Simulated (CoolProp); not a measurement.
A single-stage vapour-compression cycle with the fluid: evaporating at 247.15 K (dew point), condensing at 274.15 K (bubble point), superheat 0 K, subcooling 8 K, compressor efficiency 0.7, no pressure losses. The same conditions are run with several fluids, on thermodynamics alone (safety and materials aside).

The numbers come from the reference Helmholtz-energy equation of state of each fluid (ethane: Bücker 2006; R227EA: Lemmon 2016; carbonyl sulfide: Lemmon 2006; dimethyl ether: Wu 2011; R236FA: Pan 2012; n-butane: Bücker 2006) in CoolProp.

| fluid | cooling COP | pressure ratio | discharge temperature (K) | refrigerating effect (kJ/kg) | volumetric capacity (kJ/m³) |
|---|---|---|---|---|---|
| ethane | 5.49 | 2.04 | 294.3 | 321 | 6960 |
| R227EA | 6.02 | 3.10 | 276.1 | 115 | 648 |
| carbonyl sulfide | 5.99 | 2.44 | 317.0 | 268 | 2290 |
| dimethyl ether | 6.12 | 2.87 | 300.5 | 423 | 946 |
| R236FA | 6.10 | 3.48 | 281.2 | 149 | 363 |
| n-butane | 6.16 | 3.13 | 286.8 | 365 | 360 |
